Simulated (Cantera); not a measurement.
A perfectly stirred reactor is fed with H2 : O2 : N2 = 1.1 : 1 : 1.6 (molar parts), at 89000 Pa; it is held at 1075 K, and followed from long to short residence time.

Computed with Cantera and the H2/O2 subset of GRI-Mech 3.0, which has no nitrogen chemistry. The temperature is held fixed by assumption; the heat of reaction is taken as removed at once.

Task: What does this change do: 0.28 parts H2O added?

Result: 
```json
[
 {"quantity": "x(H2) at τ = 3.10 s", "before": "0.00248", "after": "0.00265"},
 {"quantity": "x(O2) at τ = 3.10 s", "before": "0.144", "after": "0.132"},
 {"quantity": "x(OH) at τ = 3.10 s", "before": "2.78e-6", "after": "2.42e-6"},
 {"quantity": "x(H2O2) at τ = 3.10 s", "before": "1.81e-5", "after": "1.71e-5"},
 {"quantity": "x(O) at τ = 3.10 s", "before": "8.24e-7", "after": "6.32e-7"},
 {"quantity": "x(H2) at τ = 0.120 s", "before": "0.0222", "after": "0.0249"},
 {"quantity": "x(O2) at τ = 0.120 s", "before": "0.152", "after": "0.142"},
 {"quantity": "x(OH) at τ = 0.120 s", "before": "7.19e-6", "after": "5.87e-6"},
 {"quantity": "x(H2O2) at τ = 0.120 s", "before": "0.000216", "after": "0.000219"},
 {"quantity": "x(O) at τ = 0.120 s", "before": "5.44e-6", "after": "4.15e-6"}
]
```
